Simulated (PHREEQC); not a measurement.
# Copper plating or etch bath: speciation

Consider water at 20 °C with 57 mmol/kgw Cu(NO3)2, 21 mmol/kgw HCl and 1.7 mmol/kgw Na2SO4. Closed to the air; pH follows from the charge balance.

Equilibrium calculation in PHREEQC: ion-association model, phreeqc.dat.

```json
{
  "pH": "1.78",
  "ionic_strength": "0.192 mol/kgw",
  "specific_conductance": "15500 µS/cm",
  "density": "1.008 g/cm³",
  "total_alkalinity": "-21.0 meq/kg"
}
```

```csv
species,molality,activity,log γ
NO3-,0.114,0.0798,-0.155
Cu+2,0.0555,0.0186,-0.476
H+,0.0206,0.0165,-0.097
Cl-,0.0202,0.0146,-0.142
Na+,0.00340,0.00255,-0.124
CuCl+,0.000784,0.000567,-0.141
CuSO4,0.000678,0.000708,0.019
SO4-2,0.000647,0.000194,-0.524
HSO4-,0.000373,0.000279,-0.125
CuCl2,4.01e-6,4.19e-6,0.019
NaSO4-,3.20e-6,2.40e-6,-0.125
CuOH+,1.55e-8,1.12e-8,-0.141
```

This is a speciation only: nothing precipitates in the calculation.
